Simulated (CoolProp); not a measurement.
Vapour-liquid equilibrium of R13 (1) + propylene (2) at 0.755 MPa; x and y are mole fractions of (1).

The numbers come from the multi-fluid Helmholtz-energy mixture model, Platzer 1990 and Lemmon 2013; pair parameters Bell 2016 in CoolProp. This equation is an older, rougher fit; its heat capacities, sound speeds and derivatives of the liquid may be far off and weren't checked against measurements.

| x | bubble temperature, mixture model (K) | bubble temperature, Raoult's law (K) | y, mixture model | y, Raoult's law |
|---|---|---|---|---|
| 0.05 | 276.0 | 278.2 | 0.178 | 0.148 |
| 0.2 | 263.0 | 268.5 | 0.499 | 0.463 |
| 0.35 | 255.2 | 260.8 | 0.660 | 0.659 |
| 0.5 | 250.0 | 254.5 | 0.758 | 0.788 |
| 0.65 | 246.3 | 249.3 | 0.832 | 0.877 |
| 0.8 | 243.3 | 244.8 | 0.899 | 0.940 |
| 0.95 | 240.6 | 241.0 | 0.972 | 0.987 |

The largest gap from Raoult's law is -5.6 K in bubble temperature, at x = 0.35. No azeotrope shows between x = 0.05 and 0.95.

The pair parameters rest on a limited set of measurements; away from them the model extrapolates.
